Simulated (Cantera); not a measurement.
Feed: 1 mol SiH₂Cl₂, 0.45 mol NH₃, 1.4 mol N₂, equilibrated at 1575 °C and 78.0 Pa.

Equilibrium computed with Cantera from the NASA thermochemical tables; the gas is ideal and each condensed phase is pure. Candidate condensed phases: NH₄Cl, Si, Si₃N₄; 28 gas species. The tables' values for SiCl, SiCl₃, SiN are old estimates; treat these amounts as uncertain. Gases not in the tables: Si₂H₆ and higher silanes. Rates play no part.

Base state: N₂ 0.372, H₂ 0.312, SiCl₂ 0.159, HCl 0.131, H 0.0106, Si 0.00804, SiCl 0.00345, Cl 0.00338 (mole fractions); condensed: Si(l).

Problem. What changes in the equilibrium state with this change: pressure from 78.0 Pa to 13.3 mbar?

Solution. 
```
species      before     after
----------  -------  --------
N₂            0.372     0.377
H₂            0.312     0.321
SiCl₂         0.159     0.162
H            0.0106   0.00260
Si          0.00804  0.000471
HCl           0.131     0.134
SiHCl₃      1.14e-6   2.03e-5
SiCl₄       1.70e-6   3.00e-5
Si₂         5.60e-5   3.27e-6
Si₃         1.30e-5   7.59e-7
Si(l), mol    0.250     0.290
```
The tables' values for SiCl₃, SiCl, SiN are old estimates; treat these amounts as uncertain.

Problem. What changes in the equilibrium state with this change: temperature from 1575 °C to 1000 °C?

Solution. 
```json
[
 {"species": "HCl", "before": "0.131", "after": "0.425"},
 {"species": "N₂", "before": "0.372", "after": "0.289"},
 {"species": "H₂", "before": "0.312", "after": "0.244"},
 {"species": "SiCl₂", "before": "0.159", "after": "0.0199"},
 {"species": "SiCl₄", "before": "1.70e-6", "after": "0.0149"},
 {"species": "H", "before": "0.0106", "after": "1.26e-5"},
 {"species": "Si", "before": "0.00804", "after": "<1e-9"},
 {"species": "SiH", "before": "0.000125", "after": "<1e-9"},
 {"species": "SiCl", "before": "0.00345", "after": "4.12e-8"},
 {"species": "Si(l), mol", "before": "0.250", "after": "0"},
 {"species": "Si₃N₄(s), mol", "before": "0", "after": "0.282"}
]
```
The tables' values for SiCl₃ are old estimates; treat these amounts as uncertain.
